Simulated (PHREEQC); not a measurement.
A column of 1 m (40 cells, dispersivity 0.05 m, 300 s a shift, diffusion coefficient 3e-10 m²/s) holds 0.33 eq of the database's cation exchanger X per kg of pore water, first in equilibrium with 0.018 mol/kgw MgCl2, 0.003 mol/kgw NaCl, 0.036 mol/kgw MnCl2 and 1e-05 mol/kgw HCl. It is flushed with 0.0012 mol/kgw ZnSO4, 0.092 mol/kgw MgSO4 and 1e-05 mol/kgw HCl, at 25 °C. Values are for the last cell. No CO2 enters from the air. No solid was allowed to form.

The series has 31 steps of pore volumes, from 0 to 6.013.

The numbers come from PHREEQC with the ion-association model, phreeqc.dat.

Q: After how many pore volumes does S at the outlet first reach half of its feed value?

A: By 1.0 pore volumes.

Q: After how many pore volumes does Zn at the outlet first reach half of its feed value?

A: By 3.4 pore volumes.

Complexes and solids missing from the database can't appear.
